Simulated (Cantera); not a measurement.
Charge: 1 mol B₂O₃, 8 mol BCl₃, a varied amount of O₂, held at 1048 K and 0.810 bar.

Cantera equilibrium calculation (NASA polynomials, part measured and part estimated; ideal gas, pure solids and liquids). Candidate condensed phases: B, B₂O₃; 18 gas species. Kinetics and transport are ignored.

Task: At 2.4 mol O₂, list the 4 most abundant gas species with their mole fractions, and the condensed phases.

Result: Cl₂ 0.500, BCl₃ 0.407, B₃O₃Cl₃ 0.0926, Cl 0.000605. Condensed: B₂O₃(l).
